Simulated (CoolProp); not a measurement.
Saturation properties of n-decane (Tc = 344.5 °C, pc = 2.101 MPa, ω = 0.488).

Computed with CoolProp (reference Helmholtz-energy equation of state, Lemmon 2006). It is a short technical equation, of lower accuracy than the large ones.

| T (°C) | p (MPa) | liquid cp (kJ/(kg K)) | liquid conductivity (mW/(m K)) |
|---|---|---|---|
| 214.35 | 0.2550 | 2.996 | 87.5 |
| 224.45 | ___ | ___ | 85.8 |
| 234.55 | 0.3802 | 3.096 | 84.1 |
| 244.55 | 0.4573 | 3.149 | 82.5 |
| 254.65 | 0.5468 | 3.207 | 81.0 |
| 264.75 | 0.6492 | 3.270 | 79.5 |
| 274.85 | 0.7657 | 3.342 | 78.1 |
| 284.95 | ___ | 3.426 | 76.7 |
| 295.05 | 1.047 | 3.530 | 75.4 |
| 305.05 | 1.213 | 3.669 | 74.2 |

Question: What belongs in the gaps?

Answer: 
- 224.45, p (MPa): 0.3128
- 224.45, liquid cp (kJ/(kg K)): 3.045
- 284.95, p (MPa): 0.8976

It boils at 174.1 °C under 1 atm.

Thermal conductivity comes from a separate model (Huber 2005).
